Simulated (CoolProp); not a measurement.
Vapour-liquid equilibrium of m-xylene (1) + o-xylene (2) at 0.676 kPa; x and y are mole fractions of (1).

Values from CoolProp's multi-fluid Helmholtz-energy mixture model, Zhou 2012 and Zhou 2012; pair parameters Bell 2016.

Question: Give the bubble temperature and the first vapour's composition at x = 0.125, 0.275, 0.65. Is there an azeotrope?

Answer: x = 0.125: 293.0 K, y = 0.151; x = 0.275: 292.4 K, y = 0.323; x = 0.65: 290.9 K, y = 0.702. No azeotrope shows between x = 0.05 and 0.95.

The pair parameters rest on a limited set of measurements; away from them the model extrapolates.
